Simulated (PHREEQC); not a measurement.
**Acid mine or pickling water**

Model water analysis in mmol/kgw, 35 °C, pH 2.54, pe 12:

| constituent | mmol/kgw |
|---|---|
| Na | 11 |
| K | 0.718 |
| Ca | 1.45 |
| Mg | 0.125 |
| Cl | 0.764 |
| S(6) | 9.91 |
| Cu(2) | 0.0792 |
| Si | 0.341 |
| Mn(2) | 0.00459 |

Valence states are taken as typed.

Model: ion-association model, phreeqc.dat, run in PHREEQC.

The ionic strength is 0.0260 mol/kgw. The specific conductance comes out as 3420 µS/cm and the total alkalinity is -4.96 meq/kg. The charge-balance error is -1.7 %.

```csv
species,molality,activity,log γ
Na+,0.0108,0.00924,-0.067
SO4-2,0.00747,0.00405,-0.265
H+,0.00329,0.00288,-0.057
HSO4-,0.00167,0.00143,-0.068
Ca+2,0.00101,0.000556,-0.260
Cl-,0.000764,0.000651,-0.070
K+,0.000695,0.000591,-0.070
CaSO4,0.000428,0.000431,0.003
```

This is a speciation only: nothing precipitates in the calculation. The solution is supersaturated, for example in Quartz (slow to form), so a real one may precipitate; this is no full list.
